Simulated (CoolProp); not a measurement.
The fluid at 298.15 K and 0.339 MPa is throttled through a valve to 0.126 MPa with no heat exchange. The same conditions are run with several fluids, on thermodynamics alone (safety and materials aside).

The numbers come from the reference Helmholtz-energy equation of state of each fluid (n-decane: Lemmon 2006; octamethyltrisiloxane (MDM): Thol 2017; n-pentane: Thol 2019; neopentane: Lemmon 2006; n-nonane: Lemmon 2006) in CoolProp.

```csv
fluid,temperature change (K),final phase,final density (kg/m³)
n-decane,+0.1,liquid,[?]
octamethyltrisiloxane (MDM),+0.1,liquid,[?]
n-pentane,+0.1,liquid,[?]
neopentane,[?],[?],[?]
n-nonane,+0.1,liquid,714
```

Problem. Complete the blanks.

Solution. 
- n-decane, final density (kg/m³): 726
- octamethyltrisiloxane (MDM), final density (kg/m³): 815
- n-pentane, final density (kg/m³): 621
- neopentane, temperature change (K): -9.3
- neopentane, final phase: two-phase, vapour fraction 0.069
- neopentane, final density (kg/m³): 53.2
